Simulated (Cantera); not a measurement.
Input: 1 mol NH₃, 0.31 mol H₂O, 1.7 mol H₂, at 1700 K and 1330 Pa.

Method: chemical equilibrium by Gibbs-energy minimisation in Cantera with the NASA 1993 tables (ideal gas, pure condensed phases). Candidate condensed phases: H₂O; 24 gas species. Rates play no part.

Base state: H₂ 0.797, N₂ 0.125, H₂O 0.0773, H 0.00114 (mole fractions); condensed: gas only.

What changes in the equilibrium state with this change: pressure from 1330 Pa to 12.0 Pa?


```tsv
species	before	after
H₂	0.797	0.787
N₂	0.125	0.124
H₂O	0.0773	0.0768
H	0.00114	0.0119
OH	5.71e-6	6.01e-5
```

What changes in the equilibrium state with this change: NH₃ replaced by SO₂?


```tsv
species	before	after
H₂O	0.0773	0.528
H₂	0.797	0.196
SO₂	0	0.151
N₂	0.125	0
S₂	0	0.0907
SO	0	0.0169
H₂S	0	0.0106
SH	0	0.00435
S₂O	0	0.00105
```
Further candidate phases: H₂SO₄, S.

What changes in the equilibrium state with this change: pressure from 1330 Pa to 240000 Pa?


```json
[
 {"species": "H₂", "before": "0.797", "after": "0.798"},
 {"species": "N₂", "before": "0.125", "after": "0.125"},
 {"species": "H₂O", "before": "0.0773", "after": "0.0773"},
 {"species": "H", "before": "0.00114", "after": "8.50e-5"},
 {"species": "NH₃", "before": "1.22e-7", "after": "2.20e-5"}
]
```
